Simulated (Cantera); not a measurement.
Thermodynamics of carbon deposition, reforming and gasification, feed C₃H₈ + O₂ + N₂

Input: 1 mol C₃H₈, a varied amount of O₂, 5.8 mol N₂, held at 2252 °C and 0.100 bar.

Cantera equilibrium calculation (NASA polynomials, part measured and part estimated; ideal gas, pure solids and liquids). Candidate condensed phases: C, C₆H₆, C₇H₈, C₈H₁₈, H₂O; 136 gas species. The numbers say what is thermodynamically allowed, not how fast it happens.

| n(O₂) (mol) | log p N₂ | log p H₂ | log p CO | log p H | log p H₂O | log p HCN | n C(graphite) |
|---|---|---|---|---|---|---|---|
| 0.026 | -1.26 | -1.46 | -3.29 | -2.28 | -9.39 | -2.48 | 2.48 |
| 0.038 | -1.26 | -1.46 | -3.13 | -2.28 | -9.23 | -2.48 | 2.46 |
| 0.056 | -1.26 | -1.46 | -2.96 | -2.28 | -9.06 | -2.48 | 2.42 |
| 0.083 | -1.26 | -1.47 | -2.79 | -2.29 | -8.90 | -2.49 | 2.37 |
| 0.12 | -1.26 | -1.47 | -2.63 | -2.29 | -8.74 | -2.49 | 2.30 |
| 0.18 | -1.27 | -1.47 | -2.46 | -2.29 | -8.58 | -2.49 | 2.18 |
| 0.27 | -1.28 | -1.48 | -2.29 | -2.29 | -8.42 | -2.50 | 2.00 |
| 0.4 | -1.29 | -1.49 | -2.13 | -2.30 | -8.27 | -2.51 | 1.74 |
| 0.6 | -1.30 | -1.51 | -1.97 | -2.31 | -8.12 | -2.53 | 1.34 |
| 0.89 | -1.33 | -1.53 | -1.82 | -2.32 | -8.00 | -2.55 | 0.756 |
| 1.3 | -1.35 | -1.56 | -1.69 | -2.33 | -7.83 | -2.64 | 0 |
| 1.9 | -1.35 | -1.63 | -1.65 | -2.37 | -2.29 | -8.25 | 0 |
log p: log10 of the partial pressure in bar; n: condensed amount in mol.

From 0.026 mol O₂ to 0.89 mol O₂ the condensed part is C(graphite). From 1.3 mol O₂ to 1.9 mol O₂ nothing is condensed. The main C-bearing gas is HCN at 0.026 mol O₂ and CO at 1.9 mol O₂.
